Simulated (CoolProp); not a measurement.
Hydrogen sulfide along the isotherm 213.3 K: Z from the reference equation and from simpler models built on Tc = 373.1 K, pc = 89.99 bar, ω = 0.101; each cubic takes its own stable root.

Model: reference Helmholtz-energy equation of state, Lemmon 2006, in CoolProp. It is a short technical equation, of lower accuracy than the large ones.

```json
[
 {"p (bar)": "75", "phase": "liquid", "reference": "0.1509"},
 {"p (bar)": "150", "phase": "liquid", "reference": "0.2997"},
 {"p (bar)": "225", "phase": "liquid", "reference": "0.4467"},
 {"p (bar)": "300", "phase": "liquid", "reference": "0.5920"},
 {"p (bar)": "375", "phase": "liquid", "reference": "0.7358"}
]
```

**Question.** How far does each simpler model (van der Waals, Peng-Robinson) lie from the reference over these 5 states: mean and median of the absolute difference, and the worst?

**Answer.** 
- van der Waals: mean 49.8 %, median 49.6 %, worst +51.4 % at 213.3 K and 75 bar
- Peng-Robinson: mean 8.4 %, median 8.4 %, worst -8.5 % at 213.3 K and 75 bar
